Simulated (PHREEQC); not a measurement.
## Brine

Make-up at 70 °C: 1.6 mol/kgw K2CO3. Closed to the air; pH follows from the charge balance.

Computed with PHREEQC (Pitzer model, pitzer.dat).

```yaml
pH: 11.37
ionic_strength: 4.78 mol/kgw
activity_of_water: 0.916
density: 1.141 g/cm³
osmotic_coefficient: 1.007
total_alkalinity: 3200 meq/kg
```

```
species  molality  activity   log γ
-------  --------  --------  ------
K+           3.20      1.67  -0.282
CO3-2        1.57     0.261  -0.781
OH-        0.0253    0.0348   0.139
HCO3-      0.0253    0.0153  -0.218
CO2       1.02e-7   1.41e-7   0.142
```

No solid was allowed to form. In brines, pH and single-ion activities rest on the MacInnes convention. Constants without temperature data keep their 25 °C values here.
